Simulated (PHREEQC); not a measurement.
A PHREEQC input (ion-association model, phreeqc.dat):

```
SOLUTION 1
  temp 45
  units mg/kgw
  pH 7.28
  pe 12.4
  Na 6270
  K 145 charge
  Ca 51.9
  Mg 1560
  Cl 14000
  S(6) 345 as SO4
  Alkalinity 7.45 as HCO3
  Si 3.09 as SiO2
  Ba 2.75
  B 1.76
END
USE solution 1
EQUILIBRIUM_PHASES 1
  Chalcedony 0 0
  Gypsum 0 0
  CO2(g) -2 10
END
```

It stops with these messages:

```
WARNING: Maximum iterations exceeded, 100
WARNING: Maximum iterations exceeded, 100
WARNING: The program has failed to converge to a numerical solution.
ERROR:           Alkalinity has not converged. Total: 1.220929e-04	Calculated: 1.619481e-03	Residual: -1.497388e-03
ERROR: Is non-carbonate alkalinity greater than total alkalinity?
ERROR: Model failed to converge for initial solution  1.
```

Question: Find the cause and the fix.

Answer: The fault: charge balance asked on the minor ion K. The line should read `K 145` where the input has `K 145 charge`. With the mend the run ends at pH 5.78 and ionic strength 0.466 mol/kgw.
